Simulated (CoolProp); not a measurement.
Cyclohexane along the isobar 8.57 bar: density (kg/m³) from the reference equation and from simpler models built on Tc = 553.6 K, pc = 40.81 bar, ω = 0.209; each cubic takes its own stable root.

The numbers come from the reference Helmholtz-energy equation of state, Zhou 2014 in CoolProp.

| T (K) | phase | reference | van der Waals | Redlich-Kwong | Soave-Redlich-Kwong | Peng-Robinson |
|---|---|---|---|---|---|---|
| 369.1 | liquid | 704.9 | 438.7 | 640.5 | 658.8 | 745.0 |
| 385.3 | liquid | 687.7 | 427.6 | 621.9 | 641.4 | 726.0 |
| 401.4 | liquid | 670.0 | 25.56 | 602.1 | 622.6 | 705.3 |
| 417.6 | liquid | 651.3 | 24.12 | 580.5 | 602.0 | 682.4 |
| 433.8 | liquid | 631.3 | 22.86 | 23.91 | 579.2 | 657.0 |
| 449.9 | gas | 23.05 | 21.75 | 22.55 | 22.83 | 23.08 |
| 466.1 | gas | 21.68 | 20.76 | 21.37 | 21.57 | 21.80 |
| 482.2 | gas | 20.54 | 19.87 | 20.35 | 20.48 | 20.69 |
| 498.4 | gas | 19.55 | 19.06 | 19.43 | 19.52 | 19.71 |
| 514.6 | gas | 18.68 | 18.32 | 18.61 | 18.67 | 18.85 |
| 530.7 | gas | 17.91 | 17.64 | 17.88 | 17.91 | 18.07 |
| 546.9 | gas | 17.21 | 17.02 | 17.20 | 17.21 | 17.36 |
| 563 | gas | 16.59 | 16.45 | 16.59 | 16.58 | 16.72 |
| 579.2 | gas | 16.01 | 15.91 | 16.02 | 16.00 | 16.13 |
| 595.3 | gas | 15.48 | 15.41 | 15.50 | 15.47 | 15.59 |

At some of these states van der Waals, Redlich-Kwong gives the other phase, because its saturation line lies elsewhere.
